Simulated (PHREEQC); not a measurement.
A made-up water analysis in mmol/kgw, 78 °C, pH 6.63, pe -1.9:

| constituent | mmol/kgw |
|---|---|
| Na | 0.000355 |
| K | 3.85e-06 |
| Ca | 0.000217 |
| Mg | 0.000376 |
| Cl | 0.000493 |
| S(6) | 0.000122 |
| Alkalinity (meq/kgw) | 0.000811 |
| Zn | 3.78e-07 |
| Br | 9.5e-07 |
| F | 3.21e-07 |
| Si | 1.86e-06 |

Na is adjusted to close the charge balance.
Valence states are taken as typed.

All values are PHREEQC results (ion-association model, wateq4f.dat), not measurements.

Each row changes one thing in this solution. Precipitation was switched off in this run.

```tsv
case	ionic strength (mol/kgw)	HCO3- (mol/kgw)	CO2 (mol/kgw)	MgOH+ (mol/kgw)	Zn+2 (mol/kgw)	MgSO4 (mol/kgw)	SI of Zincite(c) (ZnO)	SI of Quartz (SiO2)
as made	2.50e-6	8.97e-8	4.50e-8	3.36e-10	3.31e-10	3.37e-11	-4.95	-5.41
all concentrations times 2 at the same typed pH	4.76e-6	8.97e-7	4.50e-7	6.71e-10	6.62e-10	1.34e-10	-4.65	-5.11
pH from 6.63 to 5.63 at the same alkalinity	4.61e-6	3.07e-6	1.54e-5	3.36e-11	3.73e-10	3.35e-11	-6.90	-5.41
F from 3.21e-07 to 6.42e-07 mmol/kgw	2.50e-6	8.97e-8	4.50e-8	3.36e-10	3.31e-10	3.37e-11	-4.95	-5.41
Alkalinity from 0.000811 to 0.00162 mmol/kgw	3.31e-6	8.98e-7	4.50e-7	3.36e-10	3.31e-10	3.36e-11	-4.95	-5.41
```

Away from 25 °C the constants follow the database's enthalpies or fits; those with neither stay at their 25 °C values. SiF6-2 is the database's only silicon fluoride.
